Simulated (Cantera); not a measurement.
**Thermodynamics of chemical vapour transport, feed Fe3O4 + HCl + O2**

A closed system holds: 1 mol Fe3O4, 1.5 mol HCl, 0.31 mol O2, at 300000 Pa.

These are equilibrium values from Cantera (NASA tables, ideal gas, pure condensed phases), not measurements of a reactor. Candidate condensed phases: Fe, FeCl2, FeCl3, FeO, Fe(OH)2, Fe(OH)3, Fe2O3, Fe3O4, H2O; 22 gas species. Condensed phases not in the tables: FeOCl. Equilibrium is a limit: real reactors are often held back by kinetics, nucleation or transport.

From 725 K to 1375 K the condensed part is Fe2O3(s). The main Fe-bearing gas is Fe2Cl6 at 725 K and FeCl3 at 1375 K.

| T (K) | log p HCl | log p H2O | log p Cl2 | log p FeCl3 | log p O2 | log p FeCl2 | log p Fe2Cl6 | log p Cl | n Fe2O3(s) |
|---|---|---|---|---|---|---|---|---|---|
| 725 | 0.39 | -0.53 | -0.61 | -2.42 | -5.22 | -6.75 | -1.79 | -6.17 | 1.49 |
| 775 | 0.39 | -0.53 | -0.62 | -2.12 | -4.68 | -5.94 | -1.85 | -5.60 | 1.49 |
| 825 | 0.39 | -0.52 | -0.62 | -1.87 | -4.19 | -5.23 | -1.92 | -5.09 | 1.49 |
| 875 | 0.38 | -0.52 | -0.62 | -1.66 | -3.74 | -4.63 | -2.01 | -4.64 | 1.49 |
| 925 | 0.38 | -0.51 | -0.62 | -1.50 | -3.33 | -4.10 | -2.12 | -4.25 | 1.49 |
| 975 | 0.38 | -0.49 | -0.62 | -1.36 | -2.95 | -3.65 | -2.25 | -3.89 | 1.49 |
| 1025 | 0.37 | -0.47 | -0.62 | -1.25 | -2.60 | -3.25 | -2.38 | -3.56 | 1.48 |
| 1075 | 0.37 | -0.46 | -0.63 | -1.16 | -2.29 | -2.89 | -2.52 | -3.27 | 1.48 |
| 1125 | 0.36 | -0.44 | -0.65 | -1.08 | -2.02 | -2.56 | -2.64 | -3.01 | 1.48 |
| 1175 | 0.36 | -0.43 | -0.67 | -1.01 | -1.79 | -2.26 | -2.76 | -2.78 | 1.47 |
| 1225 | 0.36 | -0.42 | -0.71 | -0.94 | -1.60 | -1.98 | -2.88 | -2.57 | 1.47 |
| 1275 | 0.35 | -0.41 | -0.75 | -0.89 | -1.44 | -1.72 | -3.00 | -2.38 | 1.46 |
| 1325 | 0.34 | -0.39 | -0.80 | -0.85 | -1.31 | -1.49 | -3.13 | -2.21 | 1.46 |
| 1375 | 0.34 | -0.38 | -0.87 | -0.83 | -1.20 | -1.27 | -3.26 | -2.06 | 1.45 |
log p: log10 of the partial pressure in bar; n: condensed amount in mol.
